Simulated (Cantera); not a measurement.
An isothermal, constant-pressure homogeneous reactor starts with H₂ : O₂ = 0.14 : 1 (molar parts), at 1175 K and 7.05 Torr.

Cantera simulation using GRI-Mech 3.0 (53 species, 325 reactions); the numbers are that mechanism's predictions, not measurements. Radical loss at walls, strong at low pressure, is not modelled. The temperature is held fixed by assumption; the heat of reaction is taken as removed at once.

One state of this run: x H₂ = 1.45e-5; x O₂ = 0.869; x OH = 0.000398; x HO₂ = 4.03e-7; x O = 0.000182; x H₂O₂ = 4.37e-8; x H₂O = 0.131. x: mole fraction; the columns are a selection and need not sum to one.

Which value of t (s) does it belong to?
(A) 0.000500
(B) 0.581
(C) 0.114
(D) 0.0130

B, 0.581
